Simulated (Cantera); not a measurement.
**Equilibrium for silicon epitaxy and polysilicon growth: SiHCl3 + HCl + H2**

Charge: 1 mol SiHCl3, 0.7 mol HCl, 470 mol H2, equilibrated at 1575 K and 548 Torr.

These are equilibrium values from Cantera (NASA tables, ideal gas, pure condensed phases), not measurements of a reactor. Candidate condensed phases: Si; 19 gas species. Rates play no part.

```yaml
x(H2): 0.992
x(HCl): 0.00743
x(SiCl2): 0.000189
x(H): 4.85e-5
x(SiH2): 3.73e-6
x(SiH2Cl2): 2.61e-6
x(SiH3Cl): 2.28e-6
x(SiCl3): 1.89e-6
n(Si(s)): 0.905 mol
gas_amount: 472.7 mol
```
